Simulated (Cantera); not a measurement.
Charge: 1 mol B, 0.11 mol H2O, a varied amount of H2, held at 2300 K and 0.000290 bar.

These are equilibrium values from Cantera (NASA tables, ideal gas, pure condensed phases), not measurements of a reactor. Candidate condensed phases: B, B2O3, B3O3H3, H2O; 23 gas species. Rates play no part.

**Question.** What share of the B ends up in condensed phases as a function of n(H2) (mol), at 5.1, 6.5, 8.3, 11, 14, 17, 22, 29, 37, 47?

**Answer.** 
```json
[
 {"n(H2) (mol)": "5.1", "B condensed (%)": "63.1", "as": "B(s)"},
 {"n(H2) (mol)": "6.5", "B condensed (%)": "56.4", "as": "B(s)"},
 {"n(H2) (mol)": "8.3", "B condensed (%)": "47.7", "as": "B(s)"},
 {"n(H2) (mol)": "11", "B condensed (%)": "34.6", "as": "B(s)"},
 {"n(H2) (mol)": "14", "B condensed (%)": "20.1", "as": "B(s)"},
 {"n(H2) (mol)": "17", "B condensed (%)": "5.6", "as": "B(s)"},
 {"n(H2) (mol)": "22", "B condensed (%)": "0.0", "as": "-"},
 {"n(H2) (mol)": "29", "B condensed (%)": "0.0", "as": "-"},
 {"n(H2) (mol)": "37", "B condensed (%)": "0.0", "as": "-"},
 {"n(H2) (mol)": "47", "B condensed (%)": "0.0", "as": "-"}
]
```
